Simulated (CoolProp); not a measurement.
Saturation properties of C2F6 (R116) (Tc = 293.0 K, pc = 3.048 MPa, ω = 0.257).

Values from CoolProp's reference Helmholtz-energy equation of state, Lemmon 2006. It is a short technical equation, of lower accuracy than the large ones.

```tsv
T (K)	p (MPa)	liquid density (kg/m³)	vapour Z	liquid viscosity (µPa s)	vapour viscosity (µPa s)
182	0.04735	1661	0.9738	547	8.53
191.1	0.08149	1622	0.9614	456	8.95
200.2	0.1325	1582	0.9455	385	9.35
209.3	0.2053	1540	0.9258	328	9.76
218.4	0.3053	1496	0.9020	282	10.2
227.5	0.4383	1449	0.8736	242	10.6
236.6	0.6107	1399	0.8402	208	11.0
245.7	0.8290	1344	0.8010	179	11.5
```

It boils at 195.1 K under 1 atm.

Viscosity comes from a separate model (Huber 2003), an estimate that may be off by 10 % or more.
